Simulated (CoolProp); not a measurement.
Values from CoolProp's reference Helmholtz-energy equation of state, de Vries 1995.

Problem. Give the vapour pressure (kPa), liquid density (kg/m³), vapour density (kg/m³), liquid viscosity (µPa s) of saturated R124 at 0.05 °C.

Solution. 
```tsv
T (°C)	p (kPa)	liquid density (kg/m³)	vapour density (kg/m³)	liquid viscosity (µPa s)
0.05	163	1440	10.4	339
```

Viscosity comes from a separate model (Bell 2016), an estimate that may be off by 10 % or more.
